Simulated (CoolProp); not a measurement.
Vapour-liquid equilibrium of acetone (1) + dimethyl carbonate (2) at 125.75 °C; x and y are mole fractions of (1).

Values from CoolProp's multi-fluid Helmholtz-energy mixture model, Lemmon 2006 and Zhou 2011; pair parameters Bell 2016.

Problem. Give the bubble pressure and the first vapour's composition at x = 0.35, 0.75, 0.95. Is there an azeotrope?

Solution. x = 0.35: 0.4247 MPa, y = 0.544; x = 0.75: 0.5822 MPa, y = 0.862; x = 0.95: 0.6668 MPa, y = 0.975. No azeotrope shows between x = 0.05 and 0.95.

Pair parameters are fitted to limited data, so mixtures are less certain than the pure fluids. The gap from Raoult's law changes sign with composition, which may be real or a fault of the pair parameters; it wasn't checked against measurements.
